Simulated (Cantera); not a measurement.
A Cantera script and its output.

```python
import numpy as np
import cantera as ct

gas = ct.Solution("gri30.yaml")
gas.TPX = 1000, 1800000, {'CH4': 1, 'C2H6': 0.073, 'O2': 2.05, 'N2': 7.71, 'H2O': 1.6}
reactor = ct.IdealGasConstPressureReactor(gas, energy="on", clone=False)
net = ct.ReactorNet([reactor])
net.rtol, net.atol = 1e-08, 1e-16
show = ['CH4', 'C2H6', 'O2', 'C2H2', 'O', 'HO2']
times = np.geomspace(9e-06, 0.8, 12)

steps = ct.SolutionArray(gas, extra=["t"])
rows = []
print(f"{'t/s':>10s}{'T/K':>9s}{'P/Pa':>11s}" + "".join(f"{s:>11s}" for s in show))
for t in times:
    while net.time < t:
        t_next = net.step()
        steps.append(gas.state, t=t_next)
    rows.append([np.interp(t, steps.t, y) for y in (steps.T, steps.P, *steps(*show).X.T)])
    print(f"{t:10.3e}{rows[-1][0]:9.1f}{rows[-1][1]:11.4g}" + "".join(f"{x:11.3e}" for x in rows[-1][2:]))
rate = np.gradient(steps.T, steps.t)
print("integrator steps:", len(steps.t))
if steps.T.max() > steps.T[0] + 200:
    print(f"time of steepest temperature rise: {steps.t[rate.argmax()]:.4e} s")
gas.TPX = 1000, 1800000, {'CH4': 1, 'C2H6': 0.073, 'O2': 2.05, 'N2': 7.71, 'H2O': 1.6}
gas.equilibrate("HP")
print(f"equilibrium (HP): T = {gas.T:.1f} K  " + "  ".join(f"{s} {gas[s].X[0]:.3e}" for s in show))
```

Result:

```
       t/s      T/K       P/Pa        CH4       C2H6         O2       C2H2          O        HO2
 9.000e-06   1000.0    1.8e+06  8.043e-02  5.871e-03  1.649e-01  3.830e-21  2.835e-14  1.076e-09
 2.536e-05   1000.0    1.8e+06  8.043e-02  5.871e-03  1.649e-01  1.428e-19  7.589e-14  3.228e-09
 7.146e-05   1000.0    1.8e+06  8.043e-02  5.871e-03  1.649e-01  5.885e-18  1.853e-13  1.039e-08
 2.013e-04   1000.0    1.8e+06  8.043e-02  5.871e-03  1.649e-01  2.160e-16  3.854e-13  3.579e-08
 5.673e-04   1000.0    1.8e+06  8.043e-02  5.871e-03  1.649e-01  6.979e-15  8.139e-13  1.248e-07
 1.599e-03   1000.0    1.8e+06  8.043e-02  5.871e-03  1.649e-01  4.586e-13  3.287e-12  5.431e-07
 4.504e-03   1000.2    1.8e+06  8.041e-02  5.857e-03  1.648e-01  1.598e-10  3.380e-11  3.293e-06
 1.269e-02   1014.0    1.8e+06  7.879e-02  5.342e-03  1.628e-01  1.884e-07  1.029e-09  2.406e-05
 3.576e-02   2490.0    1.8e+06  2.413e-13  1.413e-25  6.970e-04  3.244e-17  8.632e-05  6.685e-07
 1.008e-01   2490.0    1.8e+06  2.413e-13  1.413e-25  6.970e-04  3.244e-17  8.632e-05  6.685e-07
 2.839e-01   2490.0    1.8e+06  2.413e-13  1.413e-25  6.970e-04  3.244e-17  8.632e-05  6.685e-07
 8.000e-01   2490.0    1.8e+06  2.413e-13  1.413e-25  6.970e-04  3.244e-17  8.632e-05  6.685e-07
integrator steps: 2625
time of steepest temperature rise: 1.5231e-02 s
equilibrium (HP): T = 2490.0 K  CH4 2.781e-13  C2H6 1.756e-25  O2 6.970e-04  C2H2 3.539e-17  O 8.632e-05  HO2 6.685e-07
```

Model: GRI-Mech 3.0 (53 species, 325 reactions), integrated in Cantera. The pressure lies above the range GRI-Mech 3.0 was tuned for (to about 10 atm).
